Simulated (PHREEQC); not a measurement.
Solution (55 °C): 0.056 mol HF and 0.00012 mol (NH4)2SiF6 per kg of water. Closed to the air; pH follows from the charge balance.

The numbers come from PHREEQC with the ion-association model, phreeqc.dat.

```tsv
quantity	before	after
pH	2.32	2.72
ionic strength (mol/kgw)	0.00555	0.00206
HF (mol/kgw)	0.0499	0.00913
F- (mol/kgw)	0.00426	0.00192
HF2- (mol/kgw)	0.000930	7.66e-5
H4SiO4 (mol/kgw)	3.63e-10	3.35e-7
SI of Quartz (SiO2)	-5.86	-2.90
```

Question: Which change was made?
(A) diluted 100-fold with water
(B) temperature from 55 to 75 °C
(C) diluted 5-fold with water
(D) HF left out

Answer: C, diluted 5-fold with water

No solid was allowed to form. Away from 25 °C the constants follow the database's enthalpies or fits; those with neither stay at their 25 °C values. SiF6-2 is the database's only silicon fluoride.
